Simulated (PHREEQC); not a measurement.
Make-up at 88 °C: 0.062 mol/kgw FeCl3. Closed to the air; pH follows from the charge balance.

The numbers come from PHREEQC with the ion-association model, phreeqc.dat.

| quantity | before | after |
|---|---|---|
| pH | 1.68 | 6.21 |
| ionic strength (mol/kgw) | 0.252 | 0.0620 |
| Cl- (mol/kgw) | 0.154 | 0.0620 |

Q: Which change was made?
(A) FeCl3 from 0.062 to 0.031 mol/kgw
(B) FeCl3 replaced by KCl at the same molality
(C) diluted 100-fold with water
(D) temperature from 88 to 40 °C
(E) FeCl3 from 0.062 to 0.31 mol/kgw

A: B, FeCl3 replaced by KCl at the same molality

No solid was allowed to form. Some of these states are supersaturated (in Hematite (slow to form), Goethite (slow to form), for instance). Away from 25 °C the constants follow the database's enthalpies or fits; those with neither stay at their 25 °C values.
